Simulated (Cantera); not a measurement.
Thermodynamics of abatement and gas-phase synthesis, feed CS₂ + O₂ + N₂

Charge: 1 mol CS₂, a varied amount of O₂, 8.4 mol N₂, at 1023 K and 16500 Torr.

These are equilibrium values from Cantera (NASA tables, ideal gas, pure condensed phases), not measurements of a reactor. Candidate condensed phases: C, S; 35 gas species. Gases not in the tables: S₃ to S₇. Rates play no part.

At 0.072 mol O₂ the condensed part is C(graphite). From 0.13 mol O₂ to 4.8 mol O₂ nothing is condensed. The main C-bearing gas is CS₂ at 0.072 mol O₂ and CO₂ at 4.8 mol O₂.

```tsv
n(O₂) (mol)	log p N₂	log p SO₂	log p SO₃	log p CO₂	log p O₂	log p CS₂	log p S₂	log p COS	log p CO	n C(graphite)
0.072	1.29	-8.15	<-10	-2.29	<-10	0.29	-0.59	-0.69	-0.92	0.0141
0.13	1.29	-7.24	<-10	-1.70	<-10	0.24	-0.41	-0.42	-0.74	0
0.24	1.28	-6.12	<-10	-1.07	<-10	0.10	-0.18	-0.17	-0.61	0
0.44	1.27	-4.86	<-10	-0.45	<-10	-0.20	0.05	-0.01	-0.56	0
0.8	1.26	-3.00	<-10	0.13	<-10	-1.19	0.25	-0.22	-0.87	0
1.5	1.24	0.00	-7.22	0.31	<-10	-4.14	0.17	-1.60	-2.21	0
2.7	1.22	0.52	-6.26	0.29	<-10	-5.79	-0.58	-2.44	-2.68	0
4.8	1.17	0.07	0.37	0.24	0.30	<-10	<-10	<-10	-9.79	0
```
log p: log10 of the partial pressure in bar; n: condensed amount in mol.
